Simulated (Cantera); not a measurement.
Feed: 1 mol Mg(OH)2, 0.78 mol C, 0.039 mol CO2, held at 1175 K and 1.33 mbar.

These are equilibrium values from Cantera (NASA tables, ideal gas, pure condensed phases), not measurements of a reactor. Candidate condensed phases: C, C6H6, C7H8, C8H18, H2O, Mg, MgCO3, MgO, Mg(OH)2; 116 gas species. Kinetics and transport are ignored.

Base state: H2 0.464, CO 0.394, H2O 0.0856, CO2 0.0567 (mole fractions); condensed: MgO(s).

**Question.** What changes in the equilibrium state with this change: temperature from 1175 K to 2150 K?

**Answer.** 
```tsv
species	before	after
CO	0.394	0.336
H2	0.464	0.253
H2O	0.0856	0.183
Mg	<1e-9	0.116
H	2.29e-6	0.0581
CO2	0.0567	0.0474
OH	2.94e-9	0.00541
O	<1e-9	0.000876
MgOH	<1e-9	0.000765
O2	<1e-9	0.000268
MgO(s), mol	1.00	0.751
```
The tables' values for MgH are old estimates; treat these amounts as uncertain.
